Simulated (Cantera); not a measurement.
## NO annealing gas

An isothermal, constant-pressure homogeneous reactor starts with NO : N₂ = 1 : 0.36 (molar parts), at 2200 K and 0.385 atm.

Cantera simulation using GRI-Mech 3.0 (53 species, 325 reactions); the numbers are that mechanism's predictions, not measurements.

```csv
t (s),x NO,x NO₂,x N₂,x N₂O,x O,x O₂
3.00e-6,0.735,2.76e-8,0.265,2.74e-6,2.74e-6,4.30e-9
8.42e-6,0.735,2.07e-7,0.265,7.62e-6,7.61e-6,3.37e-8
2.36e-5,0.735,1.44e-6,0.265,2.09e-5,2.10e-5,2.64e-7
6.62e-5,0.735,8.35e-6,0.265,5.48e-5,5.81e-5,2.11e-6
0.000186,0.735,3.64e-5,0.265,0.000128,0.000169,1.93e-5
0.000521,0.734,0.000107,0.265,0.000226,0.000446,0.000209
0.00146,0.731,0.000152,0.266,0.000258,0.000641,0.00146
0.00410,0.723,0.000169,0.270,0.000250,0.000702,0.00548
0.0115,0.699,0.000204,0.282,0.000229,0.000842,0.0171
0.0323,0.632,0.000265,0.316,0.000178,0.00115,0.0507
0.0906,0.455,0.000297,0.404,8.57e-5,0.00170,0.139
0.254,0.172,0.000158,0.545,1.16e-5,0.00233,0.280
0.713,0.0322,3.30e-5,0.615,7.49e-7,0.00258,0.350
2.00,0.0151,1.56e-5,0.624,4.59e-7,0.00261,0.358
```
x: mole fraction; the columns are a selection and need not sum to one.

Equilibrium at this temperature and pressure: NO 0.0147, NO₂ 1.53e-5, N₂ 0.624, N₂O 4.56e-7, O 0.00261, O₂ 0.358 (gas phase only).
